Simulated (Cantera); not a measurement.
An adiabatic, constant-volume homogeneous reactor starts with H2 : O2 : N2 = 1 : 0.312 : 1.17 (molar parts), at 1723 K and 0.938 atm. Integrator tolerance rtol = 1e-08.

Model: GRI-Mech 3.0 (53 species, 325 reactions), integrated in Cantera. Above 3000 K some thermodynamic fits are extrapolated.

| quantity | before | after |
|---|---|---|
| time of steepest temperature rise | 7.45 µs | 8.93 µs |
| temperature at 2.00 s | 3030 K | 2841 K |
| equilibrium temperature | 3030 K | 2841 K |
| x(H2) at 2.00 s | 0.166 (gas-phase equilibrium 0.166) | 0.401 (gas-phase equilibrium 0.401) |
| x(O2) at 2.00 s | 0.00308 (gas-phase equilibrium 0.00308) | 9.31e-5 (gas-phase equilibrium 9.31e-5) |
| x(H2O2) at 2.00 s | 2.86e-7 (gas-phase equilibrium 2.86e-7) | 2.88e-8 (gas-phase equilibrium 2.88e-8) |
| x(NO) at 2.00 s | 0.00483 (gas-phase equilibrium 0.00483) | 0.000554 (gas-phase equilibrium 0.000554) |
| x(OH) at 2.00 s | 0.0268 (gas-phase equilibrium 0.0268) | 0.00660 (gas-phase equilibrium 0.00660) |
| x(H2O) at 2.00 s | 0.229 (gas-phase equilibrium 0.229) | 0.183 (gas-phase equilibrium 0.183) |

### Question
What was changed between the two runs?
(A) initial temperature 1723 to 1148 K
(B) constant pressure in place of constant volume
(C) pressure from 0.938 atm to 8.68 atm
(D) H2 1 to 2 parts

### Answer
D, H2 1 to 2 parts
